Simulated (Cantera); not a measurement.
# Low-pressure radical oxidation in H2/O2

An isothermal, constant-pressure homogeneous reactor starts with 1.86 % H₂, 98.1 % O₂, equivalence ratio 0.0095, at 1175 K and 2.48 Torr.

Computed with Cantera and the H2/O2 subset of GRI-Mech 3.0, which has no nitrogen chemistry. Radical loss at walls, strong at low pressure, is not modelled.

| t (s) | x H₂ | x O₂ | x OH | x H₂O | x O |
|---|---|---|---|---|---|
| 1.00e-5 | 0.0186 | 0.981 | <1e-12 | <1e-12 | <1e-12 |
| 2.74e-5 | 0.0186 | 0.981 | 4.75e-12 | <1e-12 | 4.78e-12 |
| 7.53e-5 | 0.0186 | 0.981 | 3.26e-11 | 1.16e-12 | 3.32e-11 |
| 0.000207 | 0.0186 | 0.981 | 1.96e-10 | 1.99e-11 | 2.06e-10 |
| 0.000567 | 0.0186 | 0.981 | 9.50e-10 | 2.87e-10 | 1.09e-9 |
| 0.00156 | 0.0186 | 0.981 | 4.44e-9 | 3.63e-9 | 5.89e-9 |
| 0.00427 | 0.0186 | 0.981 | 4.67e-8 | 7.31e-8 | 6.92e-8 |
| 0.0117 | 0.0186 | 0.981 | 1.24e-5 | 2.26e-5 | 1.87e-5 |
| 0.0321 | 0.000383 | 0.965 | 0.00175 | 0.0164 | 0.0143 |
| 0.0882 | 0.000135 | 0.965 | 0.00130 | 0.0171 | 0.0147 |
| 0.242 | 0.000122 | 0.967 | 0.00124 | 0.0173 | 0.0131 |
| 0.664 | 9.41e-5 | 0.970 | 0.00109 | 0.0177 | 0.00995 |
| 1.82 | 5.12e-5 | 0.975 | 0.000802 | 0.0182 | 0.00530 |
| 5.00 | 1.65e-5 | 0.979 | 0.000456 | 0.0185 | 0.00168 |
x: mole fraction; the columns are a selection and need not sum to one.

Equilibrium at this temperature and pressure: H₂ 2.49e-9, O₂ 0.981, OH 5.65e-6, H₂O 0.0188, O 2.53e-7 (gas phase only).
